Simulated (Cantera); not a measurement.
Charge: 1 mol PbO, 1.6 mol O₂, 18 mol H₂, equilibrated at 1.00 Torr.

Method: chemical equilibrium by Gibbs-energy minimisation in Cantera with the NASA 1993 tables (ideal gas, pure condensed phases). Candidate condensed phases: H₂O, Pb, PbO, PbO₂, Pb₃O₄; 12 gas species. The numbers say what is thermodynamically allowed, not how fast it happens.

Question: Which condensed phases are stable at each of these points (T (K)): 698, 748, 798, 848, 898, 948, 998, 1048, 1098, 1148, 1198, 1248, 1298?

Answer: 
```json
[
 {"T (K)": "698", "condensed phases": "Pb(l)", "Pb condensed (%)": "100.0"},
 {"T (K)": "748", "condensed phases": "Pb(l)", "Pb condensed (%)": "100.0"},
 {"T (K)": "798", "condensed phases": "Pb(l)", "Pb condensed (%)": "99.9"},
 {"T (K)": "848", "condensed phases": "Pb(l)", "Pb condensed (%)": "99.6"},
 {"T (K)": "898", "condensed phases": "Pb(l)", "Pb condensed (%)": "98.2"},
 {"T (K)": "948", "condensed phases": "Pb(l)", "Pb condensed (%)": "93.5"},
 {"T (K)": "998", "condensed phases": "Pb(l)", "Pb condensed (%)": "78.8"},
 {"T (K)": "1048", "condensed phases": "Pb(l)", "Pb condensed (%)": "37.6"},
 {"T (K)": "1098", "condensed phases": "gas only", "Pb condensed (%)": "0.0"},
 {"T (K)": "1148", "condensed phases": "gas only", "Pb condensed (%)": "0.0"},
 {"T (K)": "1198", "condensed phases": "gas only", "Pb condensed (%)": "0.0"},
 {"T (K)": "1248", "condensed phases": "gas only", "Pb condensed (%)": "0.0"},
 {"T (K)": "1298", "condensed phases": "gas only", "Pb condensed (%)": "0.0"}
]
```

From 698 K to 1048 K the condensed part is Pb(l). From 1098 K to 1298 K nothing is condensed.
